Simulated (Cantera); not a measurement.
## Low-pressure radical oxidation in H2/O2

An isothermal, constant-pressure homogeneous reactor starts with 6.48 % H2, 93.5 % O2, equivalence ratio 0.035, at 950 K and 10.00 Torr.

Detailed kinetics in Cantera: GRI-Mech 3.0 (53 species, 325 reactions). Radical loss at walls, strong at low pressure, is not modelled. The temperature is held fixed by assumption; the heat of reaction is taken as removed at once.

```
t (s)         x H2   x O2     x H2O     x HO2    x H2O2       x O      x OH
--------  --------  -----  --------  --------  --------  --------  --------
1.00e-6     0.0648  0.935    <1e-12    <1e-12    <1e-12    <1e-12    <1e-12
5.68e-6     0.0648  0.935    <1e-12    <1e-12    <1e-12    <1e-12    <1e-12
3.23e-5     0.0648  0.935    <1e-12  4.50e-12    <1e-12    <1e-12    <1e-12
0.000184    0.0648  0.935  5.12e-12  2.58e-11    <1e-12  9.15e-12  6.02e-12
0.00104     0.0648  0.935  6.00e-10  1.59e-10    <1e-12  3.85e-10  1.62e-10
0.00593     0.0644  0.935  0.000267   3.56e-6   1.34e-9  0.000140   5.73e-5
0.0337    0.000397  0.929    0.0657   6.80e-6   1.38e-7   0.00329  0.000601
0.192      1.11e-5  0.933    0.0669   1.09e-6   6.92e-8   9.53e-5   8.47e-5
1.09       3.42e-7  0.933    0.0670   9.13e-8   1.96e-8   4.17e-6   1.81e-5
6.19       1.87e-8  0.933    0.0670   9.46e-9   4.63e-9   3.65e-7   5.36e-6
35.2       2.06e-9  0.933    0.0670   1.34e-9   1.06e-9   4.73e-8   1.92e-6
200       2.97e-10  0.933    0.0670  2.73e-10  2.20e-10   7.23e-9   7.50e-7
```
x: mole fraction; the columns are a selection and need not sum to one.

Equilibrium at this temperature and pressure: H2 1.10e-11, O2 0.933, H2O 0.0670, HO2 3.41e-10, H2O2 1.07e-11, O 2.68e-10, OH 1.44e-7 (gas phase only).
